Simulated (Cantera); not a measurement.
Input (Python, Cantera):

```python
import numpy as np
import cantera as ct

gas = ct.Solution("gri30.yaml")
gas.TPX = 1800, 100000, {'C2H6': 1, 'N2': 4.3}
inlet = ct.Reservoir(gas, clone=True)

reactor = ct.IdealGasConstPressureReactor(gas, energy="off", clone=False)
exhaust = ct.Reservoir(gas, clone=True)
tau = [16, 5.8, 2.1, 0.77, 0.28, 0.1, 0.037, 0.013, 0.0048][0]
for a, b in ((inlet, reactor), (reactor, exhaust)):
    ct.MassFlowController(a, b, mdot=lambda t: reactor.mass / tau)
net = ct.ReactorNet([reactor])
show = ['C2H6', 'C2H4', 'CH3', 'HCN', 'CH4', 'CH2', 'C2H2']

rows = []
print(f"{'tau/s':>10s}{'T/K':>9s}" + "".join(f"{s:>11s}" for s in show))
for tau in [16, 5.8, 2.1, 0.77, 0.28, 0.1, 0.037, 0.013, 0.0048]:
    net.initial_time = 0.0
    net.advance(30 * tau)
    before = gas.X
    net.advance(40 * tau)
    drift = np.max(np.abs(gas.X - before) / (gas.X + 1e-9))
    rows.append([gas.T, *gas[show].X, drift])
    print(f"{tau:10.3e}{gas.T:9.1f}" + "".join(f"{x:11.3e}" for x in gas[show].X))
```

Result:

```
     tau/s      T/K       C2H6       C2H4        CH3        HCN        CH4        CH2       C2H2
 1.600e+01   1800.0  5.289e-07  8.433e-04  5.045e-05  9.804e-05  3.584e-03  3.955e-08  1.349e-01
 5.800e+00   1800.0  9.379e-07  8.408e-04  6.306e-05  4.105e-05  4.441e-03  4.967e-08  1.346e-01
 2.100e+00   1800.0  2.056e-06  8.374e-04  8.868e-05  1.969e-05  6.136e-03  7.065e-08  1.340e-01
 7.700e-01   1800.0  5.024e-06  8.383e-04  1.345e-04  1.093e-05  9.007e-03  1.096e-07  1.329e-01
 2.800e-01   1800.0  1.293e-05  8.596e-04  2.120e-04  6.775e-06  1.343e-02  1.801e-07  1.312e-01
 1.000e-01   1800.0  3.398e-05  9.454e-04  3.395e-04  4.623e-06  1.958e-02  3.096e-07  1.289e-01
 3.700e-02   1800.0  8.478e-05  1.180e-03  5.314e-04  3.500e-06  2.675e-02  5.381e-07  1.259e-01
 1.300e-02   1800.0  2.153e-04  1.784e-03  8.427e-04  2.828e-06  3.480e-02  9.894e-07  1.223e-01
 4.800e-03   1800.0  5.101e-04  3.059e-03  1.299e-03  2.405e-06  4.258e-02  1.791e-06  1.179e-01
```

Model: GRI-Mech 3.0 (53 species, 325 reactions), integrated in Cantera. GRI-Mech 3.0 stops at C3 and has no aromatics, soot or wall deposition, so with more carbon than oxygen in the feed, carbon stays in small species such as C2H2 where larger ones or solid carbon would form.
